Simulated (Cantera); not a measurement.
Input: 1 mol Si, a varied amount of HCl, 50 mol N2, equilibrated at 1425 °C and 2.70 mbar.

Equilibrium computed with Cantera from the NASA thermochemical tables; the gas is ideal and each condensed phase is pure. Candidate condensed phases: NH4Cl, Si, Si3N4; 28 gas species. Rates play no part.

### Question
Which condensed phases are stable at each of these points (n(HCl) (mol)): 1.2, 1.7, 2.2, 3, 4.1, 5.5, 7.3, 9.9, 13?

### Answer
```tsv
n(HCl) (mol)	condensed phases	Si condensed (%)
1.2	Si3N4(s)	53.5
1.7	Si3N4(s)	34.5
2.2	Si3N4(s)	15.5
3	gas only	0.0
4.1	gas only	0.0
5.5	gas only	0.0
7.3	gas only	0.0
9.9	gas only	0.0
13	gas only	0.0
```

From 1.2 mol HCl to 2.2 mol HCl the condensed part is Si3N4(s). From 3 mol HCl to 13 mol HCl nothing is condensed.
